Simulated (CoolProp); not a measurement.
A single-stage vapour-compression cycle with the fluoroketone C6F12O (FK-5-1-12): evaporating at 287.15 K (dew point), condensing at 357.15 K (bubble point), superheat 5 K, subcooling 8 K, compressor efficiency 0.8, no pressure losses. Each further row changes one setting.

The numbers come from the reference Helmholtz-energy equation of state, McLinden 2015 in CoolProp.

```json
[
 {"case": "as stated", "cooling COP": "1.61", "pressure ratio": "11.9", "discharge temperature (K)": "357.1", "refrigerating effect (kJ/kg)": "32.6", "volumetric capacity (kJ/m³)": "108"},
 {"case": "evaporating temperature 292.15 K", "cooling COP": "1.96", "pressure ratio": "?", "discharge temperature (K)": "357.1", "refrigerating effect (kJ/kg)": "36.8", "volumetric capacity (kJ/m³)": "151"},
 {"case": "condensing temperature 352.15 K", "cooling COP": "1.97", "pressure ratio": "10.4", "discharge temperature (K)": "352.2", "refrigerating effect (kJ/kg)": "38.4", "volumetric capacity (kJ/m³)": "127"},
 {"case": "subcooling 13 K", "cooling COP": "?", "pressure ratio": "11.9", "discharge temperature (K)": "357.1", "refrigerating effect (kJ/kg)": "38.4", "volumetric capacity (kJ/m³)": "127"},
 {"case": "superheat 15 K", "cooling COP": "1.84", "pressure ratio": "11.9", "discharge temperature (K)": "357.1", "refrigerating effect (kJ/kg)": "41.3", "volumetric capacity (kJ/m³)": "?"},
 {"case": "compressor efficiency 0.7", "cooling COP": "?", "pressure ratio": "11.9", "discharge temperature (K)": "357.1", "refrigerating effect (kJ/kg)": "32.6", "volumetric capacity (kJ/m³)": "108"}
]
```

Fill in the missing entries.


- evaporating temperature 292.15 K, pressure ratio: 9.49
- subcooling 13 K, cooling COP: 1.89
- superheat 15 K, volumetric capacity (kJ/m³): 132
- compressor efficiency 0.7, cooling COP: 1.41

The compression ends wet for: as stated; evaporating temperature 292.15 K; condensing temperature 352.15 K; subcooling 13 K; superheat 15 K; compressor efficiency 0.7.
